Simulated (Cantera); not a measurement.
Input: 1 mol SiH₂Cl₂, 4.2 mol H₂, held at 1250 K and 0.0890 bar.

Equilibrium computed with Cantera from the NASA thermochemical tables; the gas is ideal and each condensed phase is pure. Candidate condensed phases: Si; 19 gas species. The tables' values for SiCl₃ are old estimates; treat these amounts as uncertain. Rates play no part.

Base state: H₂ 0.835, HCl 0.0845, SiCl₄ 0.0356, SiCl₂ 0.0215, SiHCl₃ 0.0125, SiCl₃ 0.0104, SiH₂Cl₂ 0.000599 (mole fractions); condensed: Si(s).

### Question
What changes in the equilibrium state with this change: H₂ from 4.2 to 58 mol?

### Answer
```tsv
species	before	after
H₂	0.835	0.971
HCl	0.0845	0.0267
SiCl₂	0.0215	0.00185
SiCl₄	0.0356	0.000262
SiCl₃	0.0104	0.000260
SiHCl₃	0.0125	0.000339
SiH₂Cl₂	0.000599	5.98e-5
Si(s), mol	0.526	0.834
```

### Question
What changes in the equilibrium state with this change: temperature from 1250 K to 1173.15 K?

### Answer
| species | before | after |
|---|---|---|
| H₂ | 0.835 | 0.858 |
| HCl | 0.0845 | 0.0597 |
| SiCl₄ | 0.0356 | 0.0488 |
| SiCl₂ | 0.0215 | 0.00944 |
| SiCl₃ | 0.0104 | 0.00684 |
| SiHCl₃ | 0.0125 | 0.0164 |
| SiH₂Cl₂ | 0.000599 | 0.000703 |
| Si(s), mol | 0.526 | 0.523 |

### Question
What changes in the equilibrium state with this change: H₂ from 4.2 to 10 mol?

### Answer
```csv
species,before,after
H₂,0.835,0.899
HCl,0.0845,0.0666
SiCl₂,0.0215,0.0124
SiCl₄,0.0356,0.0118
SiCl₃,0.0104,0.00453
SiHCl₃,0.0125,0.00568
SiH₂Cl₂,0.000599,0.000371
"Si(s), mol",0.526,0.591
```
